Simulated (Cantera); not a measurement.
Charge: 1 mol SiF4, 1.3 mol N2, held at 1273.15 K and 13.3 mbar.

Method: chemical equilibrium by Gibbs-energy minimisation in Cantera with the NASA 1993 tables (ideal gas, pure condensed phases). Candidate condensed phases: Si, Si3N4; 16 gas species. Rates play no part.

Base state: N2 0.565, SiF4 0.435 (mole fractions); condensed: gas only.

What changes in the equilibrium state with this change: temperature from 1273.15 K to 2050 K?


```csv
species,before,after
N2,0.565,0.564
SiF4,0.435,0.433
F,2.91e-8,0.00157
SiF3,2.89e-8,0.00156
```
The tables' values for SiF3 are old estimates; treat these amounts as uncertain.
